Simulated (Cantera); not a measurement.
Premixed flame

A freely propagating, adiabatic, planar premixed flame of 19.5 % CO, 19.1 % H₂, 12.9 % O₂, 48.4 % N₂, equivalence ratio 1.5, unburnt at 698 K and 760 Torr; mixture-averaged transport, grid criteria slope 0.08 and curve 0.16, no radiation.

Detailed kinetics in Cantera: GRI-Mech 3.0 (53 species, 325 reactions). Burning velocities carry a grid error of a few per cent, more on coarse grids.

| z (mm) | T (K) | u (m/s) | x CO | x H₂ | x O₂ | x CO₂ | x H₂O | x HO₂ |
|---|---|---|---|---|---|---|---|---|
| -1.73 | 698 | 7.46 | 0.195 | 0.191 | 0.129 | <1e-8 | <1e-8 | <1e-8 |
| -1.15 | 698 | 7.46 | 0.195 | 0.191 | 0.129 | <1e-8 | <1e-8 | <1e-8 |
| -0.866 | 698 | 7.46 | 0.195 | 0.191 | 0.129 | <1e-8 | <1e-8 | <1e-8 |
| -0.577 | 698 | 7.46 | 0.195 | 0.191 | 0.129 | <1e-8 | 4.25e-8 | 4.58e-7 |
| -0.289 | 704 | 7.52 | 0.196 | 0.190 | 0.129 | 6.37e-5 | 0.000268 | 0.000143 |
| -0.144 | 838 | 8.83 | 0.196 | 0.171 | 0.125 | 0.00230 | 0.00980 | 0.000152 |
| 0 | 1252 | 12.9 | 0.186 | 0.0921 | 0.0868 | 0.0159 | 0.0727 | 6.28e-5 |
| 0.144 | 1572 | 15.9 | 0.159 | 0.0394 | 0.0371 | 0.0463 | 0.130 | 2.20e-5 |
| 0.289 | 1729 | 17.3 | 0.138 | 0.0369 | 0.0234 | 0.0698 | 0.134 | 1.17e-5 |
| 0.577 | 1890 | 18.7 | 0.124 | 0.0406 | 0.0166 | 0.0875 | 0.135 | 6.92e-6 |
| 1.15 | 2043 | 19.9 | 0.123 | 0.0407 | 0.0132 | 0.0912 | 0.143 | 4.72e-6 |
| 2.31 | 2191 | 21.1 | 0.123 | 0.0388 | 0.0101 | 0.0930 | 0.153 | 3.14e-6 |
| 4.62 | 2327 | 22.2 | 0.122 | 0.0364 | 0.00687 | 0.0964 | 0.163 | 1.97e-6 |
x: mole fraction of selected species; z is measured from the peak of heat release.

```yaml
laminar_burning_velocity: 746 cm/s
thermal_thickness: 0.577 mm
peak x(HO₂): 0.000199
grid_points: 143
```
